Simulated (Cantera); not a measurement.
A closed system holds: 1 mol Si, 0.029 mol CO2, 2.7 mol N2, at 3.38 Torr.

Method: chemical equilibrium by Gibbs-energy minimisation in Cantera with the NASA 1993 tables (ideal gas, pure condensed phases). Candidate condensed phases: C, Si, SiC, SiO2, Si2N2O, Si3N4; 34 gas species. Mutual solubility and eutectic melting of coexisting phases are not modelled. The numbers say what is thermodynamically allowed, not how fast it happens.

Q: Which condensed phases are stable at each of these points (T (°C)): 1277, 1327, 1377, 1427, 1477, 1527, 1577, 1627, 1677?

A: 
| T (°C) | condensed phases | Si condensed (%) |
|---|---|---|
| 1277 | SiC(s) + Si2N2O(s) + Si3N4(s) | 100.0 |
| 1327 | SiC(s) + Si2N2O(s) + Si3N4(s) | 99.8 |
| 1377 | SiC(s) + Si2N2O(s) + Si3N4(s) | 99.4 |
| 1427 | SiC(s) + Si2N2O(s) + Si3N4(s) | 98.0 |
| 1477 | SiC(s) + Si3N4(s) | 94.6 |
| 1527 | Si(l) + SiC(s) | 94.5 |
| 1577 | Si(l) + SiC(s) | 94.5 |
| 1627 | Si(l) + SiC(s) | 94.2 |
| 1677 | Si(l) + SiC(s) | 93.7 |

From 1277 °C to 1427 °C the condensed part is SiC(s) + Si2N2O(s) + Si3N4(s). At 1477 °C the condensed part is SiC(s) + Si3N4(s). From 1527 °C to 1677 °C the condensed part is Si(l) + SiC(s).
